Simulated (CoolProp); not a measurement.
Oxygen along the isobar 6.13 MPa: Z from the reference equation and from simpler models built on Tc = -118.6 °C, pc = 5.046 MPa, ω = 0.022; each cubic takes its own stable root.

Values from CoolProp's reference Helmholtz-energy equation of state, Schmidt 1985. Above 300 K oxygen's equation is extrapolated.

| T (°C) | phase | reference | van der Waals | Redlich-Kwong |
|---|---|---|---|---|
| -184.95 | liquid | 0.2299 | 0.3313 | 0.2268 |
| -166.45 | liquid | 0.2061 | 0.2947 | 0.2056 |
| -147.95 | liquid | 0.1949 | 0.2768 | 0.1994 |
| -129.35 | liquid | 0.1993 | 0.2805 | 0.2149 |
| -110.85 | supercritical | 0.4440 | 0.4133 | 0.4531 |
| -92.35 | supercritical | 0.7055 | 0.6880 | 0.7046 |
| -73.75 | supercritical | 0.8048 | 0.7837 | 0.8023 |
| -55.25 | supercritical | 0.8627 | 0.8400 | 0.8594 |
| -36.75 | supercritical | 0.9009 | 0.8779 | 0.8972 |
| -18.15 | supercritical | 0.9278 | 0.9051 | 0.9237 |
| 0.35 | supercritical | 0.9473 | 0.9253 | 0.9429 |
| 18.85 | supercritical | 0.9620 | 0.9407 | 0.9572 |
| 37.45 | supercritical | 0.9732 | 0.9529 | 0.9683 |
| 55.95 | supercritical | 0.9819 | 0.9625 | 0.9768 |
| 74.45 | supercritical | 0.9888 | 0.9703 | 0.9835 |
